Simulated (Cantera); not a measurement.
Diamond growth

A diamond (100) surface in a fixed gas of H2 with x(CH4) = 0.0049, x(CH3) = 0.00032, at 1150 K, 22000 Pa; coverages are run to steady state.

Model: the Harris–Goodwin 1993 mechanism for the reconstructed diamond (100) surface, integrated in Cantera.

```csv
x(H),growth (µm/h),θ c6HH,θ c6H*,θ c6*H,θ c6**,θ c6HM
0.0001,3.10,0.568,0.0238,0.337,0.00421,0.0396
0.0002,6.77,0.511,0.0267,0.379,0.00763,0.0446
0.00039,12.9,0.480,0.0286,0.405,0.0116,0.0454
0.00077,22.3,0.465,0.0299,0.423,0.0156,0.0409
0.0015,33.5,0.461,0.0309,0.437,0.0188,0.0323
0.003,44.9,0.463,0.0318,0.449,0.0212,0.0219
0.0059,53.6,0.466,0.0325,0.457,0.0227,0.0134
0.012,59.7,0.468,0.0332,0.463,0.0237,0.00738
0.023,63.1,0.470,0.0340,0.465,0.0242,0.00408
```
θ: site fractions in the mechanism's names (c6HH fully hydrogenated, c6H* and c6*H radical sites, c6** diradical, c6HM methylated).
